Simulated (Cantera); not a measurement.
What does this Cantera script print?

```python
import numpy as np
import cantera as ct

gas = ct.Solution("h2o2.yaml")
gas.TPX = 1275, 100000, {'H2': 1.8, 'O2': 1, 'N2': 1.6}
reactor = ct.IdealGasConstPressureReactor(gas, energy="off", clone=False)
net = ct.ReactorNet([reactor])
net.rtol, net.atol = 1e-08, 1e-18
show = ['H2', 'O2', 'HO2', 'H2O2', 'OH', 'H2O', 'O']
times = np.geomspace(0.0003, 40, 13)

steps = ct.SolutionArray(gas, extra=["t"])
rows = []
print(f"{'t/s':>10s}{'T/K':>9s}{'P/Pa':>11s}" + "".join(f"{s:>11s}" for s in show))
for t in times:
    while net.time < t:
        t_next = net.step()
        steps.append(gas.state, t=t_next)
    rows.append([np.interp(t, steps.t, y) for y in (steps.T, steps.P, *steps(*show).X.T)])
    print(f"{t:10.3e}{rows[-1][0]:9.1f}{rows[-1][1]:11.4g}" + "".join(f"{x:11.3e}" for x in rows[-1][2:]))
rate = np.gradient(steps.T, steps.t)
print("integrator steps:", len(steps.t))
if steps.T.max() > steps.T[0] + 200:
    print(f"time of steepest temperature rise: {steps.t[rate.argmax()]:.4e} s")
gas.TPX = 1275, 100000, {'H2': 1.8, 'O2': 1, 'N2': 1.6}
gas.equilibrate("TP")
print(f"equilibrium (TP): T = {gas.T:.1f} K  " + "  ".join(f"{s} {gas[s].X[0]:.3e}" for s in show))
```

It prints:

```
       t/s      T/K       P/Pa         H2         O2        HO2       H2O2         OH        H2O          O
 3.000e-04   1275.0      1e+05  1.457e-03  2.914e-02  2.747e-05  2.653e-06  4.361e-04  5.121e-01  4.610e-05
 8.020e-04   1275.0      1e+05  3.362e-04  2.868e-02  8.940e-06  7.294e-07  1.777e-04  5.137e-01  7.105e-06
 2.144e-03   1275.0      1e+05  5.846e-05  2.857e-02  1.803e-06  2.128e-07  8.854e-05  5.142e-01  1.447e-06
 5.733e-03   1275.0      1e+05  6.489e-06  2.856e-02  2.506e-07  7.045e-08  4.921e-05  5.142e-01  3.989e-07
 1.533e-02   1275.0      1e+05  9.642e-07  2.856e-02  5.343e-08  2.518e-08  2.858e-05  5.143e-01  1.324e-07
 4.097e-02   1275.0      1e+05  3.373e-07  2.857e-02  2.270e-08  1.004e-08  1.766e-05  5.143e-01  5.067e-08
 1.095e-01   1275.0      1e+05  1.931e-07  2.857e-02  1.591e-08  5.053e-09  1.234e-05  5.143e-01  2.479e-08
 2.929e-01   1275.0      1e+05  1.699e-07  2.857e-02  1.497e-08  3.966e-09  1.086e-05  5.143e-01  1.922e-08
 7.830e-01   1275.0      1e+05  1.691e-07  2.857e-02  1.494e-08  3.922e-09  1.080e-05  5.143e-01  1.900e-08
 2.093e+00   1275.0      1e+05  1.691e-07  2.857e-02  1.494e-08  3.922e-09  1.080e-05  5.143e-01  1.900e-08
 5.596e+00   1275.0      1e+05  1.691e-07  2.857e-02  1.494e-08  3.922e-09  1.080e-05  5.143e-01  1.900e-08
 1.496e+01   1275.0      1e+05  1.691e-07  2.857e-02  1.494e-08  3.922e-09  1.080e-05  5.143e-01  1.900e-08
 4.000e+01   1275.0      1e+05  1.691e-07  2.857e-02  1.494e-08  3.922e-09  1.080e-05  5.143e-01  1.900e-08
integrator steps: 1787
equilibrium (TP): T = 1275.0 K  H2 1.691e-07  O2 2.857e-02  HO2 1.494e-08  H2O2 3.922e-09  OH 1.080e-05  H2O 5.143e-01  O 1.900e-08
```

Detailed kinetics in Cantera: the H2/O2 subset of GRI-Mech 3.0, which has no nitrogen chemistry. The temperature is held fixed by assumption; the heat of reaction is taken as removed at once.
